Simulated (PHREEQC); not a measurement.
1 kg of water holding 0.0025 mol K2SO4 and 0.0078 mol KHCO3 is evaporated at 25 °C; the solids stay in contact with the brine. CO2 is held at log p = -3.4 (atm). The run lets Arcanite, Kalicinite, Misenite precipitate or redissolve, and no other solid.

Equilibrium calculation in PHREEQC: Pitzer model, pitzer.dat.

```json
[
 {"water left (kg)": "1", "ionic strength": "0.0158", "water activity": "1.000", "Arcanite (mol)": "0", "K in solution (mol/kgw)": "0.0128", "S in solution (mol/kgw)": "0.00250"},
 {"water left (kg)": "0.5552", "ionic strength": "0.0289", "water activity": "0.999", "Arcanite (mol)": "0", "K in solution (mol/kgw)": "0.0231", "S in solution (mol/kgw)": "0.00450"},
 {"water left (kg)": "0.2534", "ionic strength": "0.0653", "water activity": "0.999", "Arcanite (mol)": "0", "K in solution (mol/kgw)": "0.0505", "S in solution (mol/kgw)": "0.00987"},
 {"water left (kg)": "0.1407", "ionic strength": "0.121", "water activity": "0.998", "Arcanite (mol)": "0", "K in solution (mol/kgw)": "0.0910", "S in solution (mol/kgw)": "0.0178"},
 {"water left (kg)": "0.06422", "ionic strength": "0.274", "water activity": "0.995", "Arcanite (mol)": "0", "K in solution (mol/kgw)": "0.199", "S in solution (mol/kgw)": "0.0389"},
 {"water left (kg)": "0.03569", "ionic strength": "0.503", "water activity": "0.992", "Arcanite (mol)": "0", "K in solution (mol/kgw)": "0.359", "S in solution (mol/kgw)": "0.0701"},
 {"water left (kg)": "0.01984", "ionic strength": "0.920", "water activity": "0.986", "Arcanite (mol)": "0", "K in solution (mol/kgw)": "0.645", "S in solution (mol/kgw)": "0.126"},
 {"water left (kg)": "0.009087", "ionic strength": "2.04", "water activity": "0.971", "Arcanite (mol)": "0", "K in solution (mol/kgw)": "1.41", "S in solution (mol/kgw)": "0.275"},
 {"water left (kg)": "0.005072", "ionic strength": "3.06", "water activity": "0.956", "Arcanite (mol)": "0.00105", "K in solution (mol/kgw)": "2.11", "S in solution (mol/kgw)": "0.285"}
]
```

Arcanite from water left = 0.006152 kg (pH 10.19).

Complexes and solids missing from the database can't appear.
